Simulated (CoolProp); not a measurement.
Properties of sulfur hexafluoride along the isotherm 404.1 K.

Computed with CoolProp (reference Helmholtz-energy equation of state, Guder 2009).

```json
[
 {"p (MPa)": "0.626", "phase": "gas", "density (kg/m³)": "27.90", "cv (kJ/(kg K))": "0.7473", "speed of sound (m/s)": "154.2", "Joule-Thomson coefficient (K/MPa)": "4.235"},
 {"p (MPa)": "1.25", "phase": "gas", "density (kg/m³)": "57.17", "cv (kJ/(kg K))": "0.7502", "speed of sound (m/s)": "(withheld)", "Joule-Thomson coefficient (K/MPa)": "4.316"},
 {"p (MPa)": "1.88", "phase": "gas", "density (kg/m³)": "88.34", "cv (kJ/(kg K))": "(withheld)", "speed of sound (m/s)": "148.0", "Joule-Thomson coefficient (K/MPa)": "(withheld)"},
 {"p (MPa)": "2.5", "phase": "gas", "density (kg/m³)": "120.8", "cv (kJ/(kg K))": "0.7561", "speed of sound (m/s)": "144.9", "Joule-Thomson coefficient (K/MPa)": "4.466"},
 {"p (MPa)": "3.13", "phase": "gas", "density (kg/m³)": "155.7", "cv (kJ/(kg K))": "0.7592", "speed of sound (m/s)": "142.0", "Joule-Thomson coefficient (K/MPa)": "(withheld)"},
 {"p (MPa)": "3.75", "phase": "gas", "density (kg/m³)": "(withheld)", "cv (kJ/(kg K))": "0.7623", "speed of sound (m/s)": "139.2", "Joule-Thomson coefficient (K/MPa)": "(withheld)"},
 {"p (MPa)": "4.38", "phase": "supercritical", "density (kg/m³)": "231.3", "cv (kJ/(kg K))": "0.7654", "speed of sound (m/s)": "136.6", "Joule-Thomson coefficient (K/MPa)": "4.601"},
 {"p (MPa)": "5.01", "phase": "supercritical", "density (kg/m³)": "272.9", "cv (kJ/(kg K))": "0.7686", "speed of sound (m/s)": "134.3", "Joule-Thomson coefficient (K/MPa)": "4.598"},
 {"p (MPa)": "5.63", "phase": "supercritical", "density (kg/m³)": "316.2", "cv (kJ/(kg K))": "0.7716", "speed of sound (m/s)": "132.4", "Joule-Thomson coefficient (K/MPa)": "4.559"}
]
```

Question: Complete the blanks.

Answer: 
- 1.25, speed of sound (m/s): 151.1
- 1.88, cv (kJ/(kg K)): 0.7531
- 1.88, Joule-Thomson coefficient (K/MPa): 4.395
- 3.13, Joule-Thomson coefficient (K/MPa): 4.529
- 3.75, density (kg/m³): 192.1
- 3.75, Joule-Thomson coefficient (K/MPa): 4.575
